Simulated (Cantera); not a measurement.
# Thermodynamics of aluminium and copper etching, feed Al + HCl

Feed: 1 mol Al, 16 mol HCl, held at 423.15 K and 24.0 mbar.

Method: chemical equilibrium by Gibbs-energy minimisation in Cantera with the NASA 1993 tables (ideal gas, pure condensed phases). Candidate condensed phases: Al, AlCl3; 12 gas species. Equilibrium is a limit: real reactors are often held back by kinetics, nucleation or transport.

```
Item                                     Value
-----------------------------------  ---------
x(HCl)                                   0.867
x(H2)                                   0.1000
x(Al2Cl6)                               0.0332
x(AlCl3)                              0.000181
gas amount                           15.00 mol
log10 activity of AlCl3(s) (absent)      -1.08
log10 activity of Al(s) (absent)        -38.14
```
